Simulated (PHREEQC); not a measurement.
A made-up water analysis in mmol/kgw, 25 °C, pH 7.49, pe 11.2: Na 3.98; K 3.78; Ca 0.986; Mg 0.885; Cl 4.75; S(6) 1.65; Alkalinity (meq/kgw) 3.18; Zn 0.209; Cu(2) 0.214; N(5) 0.0409; O(0) (counted as O atoms) 0.00509.

Na is adjusted to close the charge balance.
Valence states are taken as typed.

Computed with PHREEQC (ion-association model, wateq4f.dat).

Precipitation was switched off in this run.

Question: Estimate the ionic strength.

Answer: ionic strength 0.0134 mol/kgw.

Question: In which forms is Mg present?

Answer: Mg+2 87 %, MgSO4 12 %, MgHCO3+ 1.7 % of the Mg.

Saturation is exceeded, for instance for Malachite, Brochantite; the values hold only as long as no solid forms. The database's constant for dissolved Cu(OH)2 is higher than later reviews accept. The database's zinc carbonate complexes are estimates, stronger than later reviews accept.
